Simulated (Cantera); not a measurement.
Feed: 1 mol SiHCl₃, 0.18 mol CH₄, 4.1 mol H₂, a varied amount of C₂H₄, held at 2202 °C and 38.0 mbar.

Cantera equilibrium calculation (NASA polynomials, part measured and part estimated; ideal gas, pure solids and liquids). Candidate condensed phases: C, C₆H₆, C₇H₈, C₈H₁₈, Si, SiC; 109 gas species. Gases not in the tables: Si₂H₆ and higher silanes. Rates play no part.

Question: What share of the Si ends up in condensed phases as a function of n(C₂H₄) (mol), at 0.088, 0.24, 0.39, 0.53, 0.68, 0.83, 0.98?

Answer: 
| n(C₂H₄) (mol) | Si condensed (%) | as |
|---|---|---|
| 0.088 | 21.1 | SiC(s) |
| 0.24 | 31.7 | SiC(s) |
| 0.39 | 31.8 | SiC(s) |
| 0.53 | 31.8 | SiC(s) |
| 0.68 | 31.7 | SiC(s) |
| 0.83 | 31.5 | SiC(s) |
| 0.98 | 31.3 | SiC(s) |
